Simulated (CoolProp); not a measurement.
Values from CoolProp's reference Helmholtz-energy equation of state, Lemmon 2006. It is a short technical equation, of lower accuracy than the large ones.

For C2F6 (R116), give the phase and the density (kg/m³), cv (kJ/(kg K)), isothermal compressibility (1/MPa) at 379.9 K and 2260 kPa; 425 K and 2260 kPa.


- 379.9 K and 2260 kPa: gas; density 110, cv 0.839, isothermal compressibility 0.491
- 425 K and 2260 kPa: gas; density 93.8, cv 0.886, isothermal compressibility 0.468
